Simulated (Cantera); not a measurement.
A closed system holds: 1 mol SiF4, 10 mol N2O, 9.3 mol N2, at 420 Torr.

Method: chemical equilibrium by Gibbs-energy minimisation in Cantera with the NASA 1993 tables (ideal gas, pure condensed phases). Candidate condensed phases: Si, SiO2, Si2N2O, Si3N4; 28 gas species. Rates play no part. All values below are at 1375 K.

Base state: N2 0.763, O2 0.197, SiF4 0.0395, NO 0.000599 (mole fractions); condensed: gas only.

**Question.** What changes in the equilibrium state with this change: N2O from 10 to 0.19 mol?

**Answer.** 
| species | before | after |
|---|---|---|
| N2 | 0.763 | 0.896 |
| SiF4 | 0.0395 | 0.0945 |
| O2 | 0.197 | 0.00891 |
| NO | 0.000599 | 0.000138 |
